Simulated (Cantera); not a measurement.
# Carbothermic reduction: Fe₃O₄ + CH₄ + CO

Input: 1 mol Fe₃O₄, 4.6 mol CH₄, 0.011 mol CO, at 10.0 mbar.

Equilibrium computed with Cantera from the NASA thermochemical tables; the gas is ideal and each condensed phase is pure. Candidate condensed phases: C, C₆H₆, C₇H₈, C₈H₁₈, Fe, Fe(CO)₅, FeO, Fe(OH)₂, Fe(OH)₃, Fe₂O₃, Fe₃O₄, H₂O; 114 gas species. Iron dissolves carbon and melts from about 1420 K in contact with it, which pure phases cannot show. Condensed phases not in the tables: cementite and carbon dissolved in iron. Rates play no part.

```tsv
T (K)	x H₂	x CO	x Fe	x H	x C₂H₂ (acetylene)	n C(graphite)	n Fe(δ)	n Fe(l)
1698	0.695	0.303	0.000609	0.00121	5.01e-5	0.599	2.99	0
1723	0.694	0.303	0.000913	0.00152	6.28e-5	0.598	2.99	0
1748	0.694	0.303	0.00135	0.00190	7.83e-5	0.598	2.98	0
1773	0.693	0.303	0.00198	0.00237	9.70e-5	0.597	2.97	0
1798	0.692	0.302	0.00286	0.00293	0.000119	0.597	2.96	0
1823	0.690	0.302	0.00407	0.00360	0.000146	0.596	0	2.95
1848	0.689	0.301	0.00570	0.00440	0.000177	0.595	0	2.92
1873	0.686	0.300	0.00791	0.00535	0.000214	0.594	0	2.89
1898	0.683	0.299	0.0109	0.00646	0.000257	0.593	0	2.85
1923	0.679	0.298	0.0148	0.00776	0.000307	0.592	0	2.80
```
x: gas mole fraction; n: condensed amount in mol.

From 1698 K to 1798 K the condensed part is C(graphite) + Fe(δ). From 1823 K to 1923 K the condensed part is C(graphite) + Fe(l). The main Fe-bearing gas is Fe throughout. The share of Fe in condensed phases is highest at 1698 K (99.7 %) and lowest at 1923 K (93.4 %).
